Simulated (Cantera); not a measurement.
A closed system holds: 1 mol HMDSO, 24 mol N2O, 26 mol H2, 0.95 mol H2O, held at 2025 K.

Method: chemical equilibrium by Gibbs-energy minimisation in Cantera with the NASA 1993 tables (ideal gas, pure condensed phases). Candidate condensed phases: C, C6H6, C7H8, C8H18, H2O, Si, SiC, SiO2, Si2N2O, Si3N4; 151 gas species. The feed counts by its element totals alone. The tables hold silica as quartz up to 1696 K and as liquid above; real silica turns to tridymite and cristobalite and melts near 1996 K. Gases not in the tables: Si(OH)4. Rates play no part.

Task: Which condensed phases are stable at each of these points (P (Pa)): 5, 26, 140, 710, 3700, 19000, 100000?

Result: 
```tsv
P (Pa)	condensed phases	Si condensed (%)
5	gas only	0.0
26	gas only	0.0
140	gas only	0.0
710	SiO2(l)	39.5
3700	SiO2(l)	87.3
19000	SiO2(l)	97.5
100000	SiO2(l)	99.5
```

From 5.00e-5 bar to 0.00140 bar nothing is condensed. From 0.00710 bar to 1.00 bar the condensed part is SiO2(l).
